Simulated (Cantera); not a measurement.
An adiabatic, constant-pressure homogeneous reactor starts with CH₄ : H₂ : O₂ : N₂ : CO₂ = 1 : 0.091 : 2.59 : 8.29 : 2.5 (molar parts), at 1348 K and 5.00 bar. Integrator tolerance rtol = 1e-08.

Computed with Cantera and GRI-Mech 3.0 (53 species, 325 reactions).

| quantity | before | after |
|---|---|---|
| time of steepest temperature rise | 0.942 ms | 6.46 ms |
| temperature at 2.00 s | 2483 K | 2383 K |
| equilibrium temperature | 2483 K | 2383 K |
| x(CH₄) at 2.00 s | <1e-12 (gas-phase equilibrium <1e-12) | <1e-12 (gas-phase equilibrium <1e-12) |
| x(H₂) at 2.00 s | 0.00170 (gas-phase equilibrium 0.00170) | 0.00308 (gas-phase equilibrium 0.00308) |
| x(O₂) at 2.00 s | 0.0401 (gas-phase equilibrium 0.0401) | 0.0456 (gas-phase equilibrium 0.0456) |
| x(C₂H₆) at 2.00 s | <1e-12 (gas-phase equilibrium <1e-12) | <1e-12 (gas-phase equilibrium <1e-12) |
| x(CO) at 2.00 s | 0.0169 (gas-phase equilibrium 0.0169) | 0.0282 (gas-phase equilibrium 0.0282) |
| x(H) at 2.00 s | 0.000434 (gas-phase equilibrium 0.000434) | 0.00122 (gas-phase equilibrium 0.00122) |

**Question.** Name the change that produced these shifts.
(A) pressure from 5.00 bar to 10.0 bar
(B) pressure from 5.00 bar to 0.450 bar
(C) initial temperature 1348 to 1325 K
(D) initial temperature 1348 to 975 K

**Answer.** B, pressure from 5.00 bar to 0.450 bar
